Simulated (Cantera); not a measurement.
Input: 1 mol SiH₂Cl₂, a varied amount of H₂, at 1500 K and 1.33 mbar.

Method: chemical equilibrium by Gibbs-energy minimisation in Cantera with the NASA 1993 tables (ideal gas, pure condensed phases). Candidate condensed phases: Si; 19 gas species. Rates play no part.

Question: What share of the Si ends up in condensed phases as a function of n(H₂) (mol), at 14, 49, 84, 120, 150, 190, 220, 260?

Answer: 
```csv
n(H₂) (mol),Si condensed (%),as
14,63.6,Si(s)
49,82.2,Si(s)
84,88.0,Si(s)
120,91.0,Si(s)
150,92.5,Si(s)
190,93.8,Si(s)
220,94.5,Si(s)
260,95.2,Si(s)
```
